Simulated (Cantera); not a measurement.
Charge: 1 mol borazine, 2 mol N2, 180 mol H2, equilibrated at 1252 °C and 0.225 Torr.

Method: chemical equilibrium by Gibbs-energy minimisation in Cantera with the NASA 1993 tables (ideal gas, pure condensed phases). Candidate condensed phases: B, BN; 15 gas species. The feed counts by its element totals alone. The numbers say what is thermodynamically allowed, not how fast it happens.

Base state: H2 0.988, N2 0.0108, H 0.00136 (mole fractions); condensed: BN(s).

What changes in the equilibrium state with this change: borazine replaced by B2O3?


| species | before | after |
|---|---|---|
| H2 | 0.988 | 0.978 |
| N2 | 0.0108 | 0.0109 |
| HBO | 0 | 0.00447 |
| HBO2 | 0 | 0.00384 |
| B2O3 | 0 | 0.00109 |
| H2O | 0 | 0.000534 |
| BO | 0 | 0.000155 |
| B2O2 | 0 | 0.000142 |
| BN(s), mol | 3.00 | 0 |
Further candidate phases: B2O3, B3O3H3, H2O.
